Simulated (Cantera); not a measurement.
**Hydrocarbon pyrolysis for carbon deposition**

An isothermal, constant-pressure homogeneous reactor starts with C3H8 : H2 = 1 : 1.9 (molar parts), at 1950 K and 1.50 bar.

Computed with Cantera and GRI-Mech 3.0 (53 species, 325 reactions). GRI-Mech 3.0 was tuned for natural gas; its chemistry of propane as a main component is partial and can be far from experiment. GRI-Mech 3.0 stops at C3 and has no aromatics, soot or wall deposition, so with more carbon than oxygen in the feed, carbon stays in small species such as C2H2 where larger ones or solid carbon would form.

| t (s) | x C3H8 | x H2 | x C2H6 | x CH4 | x CH2 | x CH3 | x C2H |
|---|---|---|---|---|---|---|---|
| 0.000400 | 1.78e-7 | 0.655 | 0.000143 | 0.116 | 2.24e-6 | 0.00235 | 3.60e-6 |
| 0.000815 | 6.88e-8 | 0.681 | 7.48e-5 | 0.0831 | 1.75e-6 | 0.00171 | 3.79e-6 |
| 0.00166 | 1.99e-8 | 0.704 | 3.11e-5 | 0.0528 | 1.23e-6 | 0.00111 | 3.98e-6 |
| 0.00338 | 5.17e-9 | 0.721 | 1.11e-5 | 0.0306 | 7.91e-7 | 0.000653 | 4.14e-6 |
| 0.00688 | 1.69e-9 | 0.731 | 4.11e-6 | 0.0176 | 4.93e-7 | 0.000380 | 4.24e-6 |
| 0.0140 | 8.75e-10 | 0.736 | 2.14e-6 | 0.0116 | 3.41e-7 | 0.000252 | 4.29e-6 |
| 0.0285 | 7.10e-10 | 0.737 | 1.74e-6 | 0.00995 | 2.98e-7 | 0.000217 | 4.30e-6 |
| 0.0581 | 6.97e-10 | 0.737 | 1.71e-6 | 0.00982 | 2.95e-7 | 0.000214 | 4.30e-6 |
| 0.118 | 6.97e-10 | 0.737 | 1.71e-6 | 0.00981 | 2.95e-7 | 0.000214 | 4.30e-6 |
| 0.241 | 6.97e-10 | 0.737 | 1.71e-6 | 0.00981 | 2.95e-7 | 0.000214 | 4.30e-6 |
| 0.491 | 6.97e-10 | 0.737 | 1.71e-6 | 0.00981 | 2.95e-7 | 0.000214 | 4.30e-6 |
| 1.00 | 6.97e-10 | 0.737 | 1.71e-6 | 0.00981 | 2.95e-7 | 0.000214 | 4.30e-6 |
x: mole fraction; the columns are a selection and need not sum to one.

Equilibrium at this temperature and pressure: C3H8 6.97e-10, H2 0.737, C2H6 1.71e-6, CH4 0.00981, CH2 2.95e-7, CH3 0.000214, C2H 4.30e-6 (gas phase only).
